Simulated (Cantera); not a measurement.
Input (Python, Cantera) and output of one run.

```python
import numpy as np
import cantera as ct

gas_names = """
    H HO2 H2 H2O H2O2 O OH O2 O3 Si SiH SiH2 SiH3 SiH4 SiO SiO2 Si2 Si3
""".split()
cond_names = """
    H2O(s) H2O(L) Si(cr) Si(L) SiO2(Lqz) SiO2(hqz) SiO2(L)
""".split()


# ... load() reads the species with a 1 bar reference pressure and builds the phases ...
atoms = {
    'Si': {'Si': 1},
    'H2O': {'H': 2, 'O': 1},
    'H2': {'H': 2},
}
top_T = {}  # K; cautious upper limits of use, not melting points


# ... equilibrate(T, P, feed) seeds the gas with the atoms and calls Mixture.equilibrate('TP', solver="vcs", rtol=1e-11, max_steps=5000) ...
results = []
feed = {'Si': 1, 'H2O': 0.57, 'H2': 39}  # mol
P = 133.322  # Pa
for T in [1273, 1348, 1423, 1498, 1573, 1648, 1723, 1798, 1873, 1948, 2023, 2098, 2173]:
    mix = equilibrate(T, P, feed)
    results.append((T, P, feed, dict(zip(mix.species_names, mix.species_moles))))
    x = sorted(zip(gas.X, gas.species_names), reverse=True)
    print(f"T = {T:g} K  P = {P:g} Pa  gas = {mix.phase_moles(0):.4g} mol")
    print("   x: " + "  ".join(f"{s} {v:.3e}" for v, s in x if v > 0.001))
    print("   condensed (mol): " + ("  ".join(f"{mix.phase(i).name} {mix.phase_moles(i):.4g}"
          for i in range(1, mix.n_phases) if mix.phase_moles(i) > 1e-12) or "none"))
```

Output:

```
T = 1273 K  P = 133.322 Pa  gas = 39.69 mol
   x: H2 9.971e-01  SiO 2.910e-03
   condensed (mol): Si(cr) 0.6573  SiO2(hqz) 0.2273
T = 1348 K  P = 133.322 Pa  gas = 40.14 mol
   x: H2 9.857e-01  SiO 1.420e-02
   condensed (mol): Si(cr) 0.43
T = 1423 K  P = 133.322 Pa  gas = 40.14 mol
   x: H2 9.856e-01  SiO 1.420e-02
   condensed (mol): Si(cr) 0.4299
T = 1498 K  P = 133.322 Pa  gas = 40.15 mol
   x: H2 9.853e-01  SiO 1.420e-02
   condensed (mol): Si(cr) 0.4296
T = 1573 K  P = 133.322 Pa  gas = 40.16 mol
   x: H2 9.847e-01  SiO 1.419e-02  H 1.105e-03
   condensed (mol): Si(cr) 0.428
T = 1648 K  P = 133.322 Pa  gas = 40.2 mol
   x: H2 9.832e-01  SiO 1.418e-02  H 2.418e-03
   condensed (mol): Si(cr) 0.4213
T = 1723 K  P = 133.322 Pa  gas = 40.27 mol
   x: H2 9.801e-01  SiO 1.415e-02  H 4.944e-03
   condensed (mol): Si(L) 0.3977
T = 1798 K  P = 133.322 Pa  gas = 40.43 mol
   x: H2 9.739e-01  SiO 1.410e-02  H 9.516e-03  Si 2.314e-03
   condensed (mol): Si(L) 0.3299
T = 1873 K  P = 133.322 Pa  gas = 40.77 mol
   x: H2 9.617e-01  H 1.733e-02  SiO 1.398e-02  Si 6.614e-03
   condensed (mol): Si(L) 0.144
T = 1948 K  P = 133.322 Pa  gas = 41.18 mol
   x: H2 9.457e-01  H 3.010e-02  SiO 1.384e-02  Si 1.000e-02
   condensed (mol): none
T = 2023 K  P = 133.322 Pa  gas = 41.6 mol
   x: H2 9.259e-01  H 5.005e-02  SiO 1.370e-02  Si 1.003e-02
   condensed (mol): none
T = 2098 K  P = 133.322 Pa  gas = 42.25 mol
   x: H2 8.965e-01  H 7.980e-02  SiO 1.349e-02  Si 9.947e-03
   condensed (mol): none
T = 2173 K  P = 133.322 Pa  gas = 43.21 mol
   x: H2 8.547e-01  H 1.222e-01  SiO 1.319e-02  Si 9.774e-03
   condensed (mol): none
```

Method: chemical equilibrium by Gibbs-energy minimisation in Cantera with the NASA 1993 tables (ideal gas, pure condensed phases). Mutual solubility and eutectic melting of coexisting phases are not modelled. The tables hold silica as quartz up to 1696 K and as liquid above; real silica turns to tridymite and cristobalite and melts near 1996 K. Gases not in the tables: Si2H6 and higher silanes.
